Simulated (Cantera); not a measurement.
**SiF₄ + H₂O + N₂ (silicon oxide and oxynitride deposition)**

Input: 1 mol SiF₄, 3.9 mol H₂O, 22 mol N₂, held at 10000 Pa.

Equilibrium computed with Cantera from the NASA thermochemical tables; the gas is ideal and each condensed phase is pure. Candidate condensed phases: H₂O, Si, SiO₂, Si₂N₂O, Si₃N₄; 58 gas species. The tables hold silica as quartz up to 1696 K and as liquid above; real silica turns to tridymite and cristobalite and melts near 1996 K. The numbers say what is thermodynamically allowed, not how fast it happens.

From 1375 K to 1675 K the condensed part is SiO₂(β-quartz). From 1725 K to 1975 K the condensed part is SiO₂(condensed). The main Si-bearing gas is SiF₄ throughout.

```
T (K)   x N₂   x HF   x H₂O      x H₂    x SiF₄      x O₂      x OH      x NO  n SiO₂(β-quartz)  n SiO₂(condensed)
-----  -----  -----  ------  --------  --------  --------  --------  --------  ----------------  -----------------
1375   0.789  0.140  0.0701   2.29e-5  0.000996   8.74e-6   2.86e-6   4.06e-6             0.972                  0
1425   0.789  0.141  0.0696   3.82e-5  0.000743   1.44e-5   5.31e-6   6.88e-6             0.979                  0
1475   0.789  0.141  0.0692   6.16e-5  0.000561   2.29e-5   9.47e-6   1.13e-5             0.984                  0
1525   0.789  0.142  0.0689   9.64e-5  0.000428   3.53e-5   1.63e-5   1.79e-5             0.988                  0
1575   0.789  0.142  0.0686  0.000147  0.000331   5.30e-5   2.71e-5   2.76e-5             0.991                  0
1625   0.789  0.142  0.0684  0.000217  0.000259   7.77e-5   4.36e-5   4.14e-5             0.993                  0
1675   0.789  0.143  0.0682  0.000315  0.000206  0.000111   6.82e-5   6.06e-5             0.994                  0
1725   0.788  0.143  0.0679  0.000447  0.000164  0.000156  0.000104   8.69e-5                 0              0.995
1775   0.788  0.143  0.0676  0.000621  0.000131  0.000214  0.000155  0.000122                 0              0.996
1825   0.788  0.143  0.0673  0.000848  0.000106  0.000290  0.000225  0.000168                 0              0.997
1875   0.788  0.143  0.0669   0.00114   8.72e-5  0.000385  0.000321  0.000227                 0              0.997
1925   0.788  0.143  0.0664   0.00150   7.24e-5  0.000504  0.000448  0.000303                 0              0.998
1975   0.787  0.143  0.0658   0.00194   6.09e-5  0.000651  0.000615  0.000398                 0              0.998
```
x: gas mole fraction; n: condensed amount in mol.
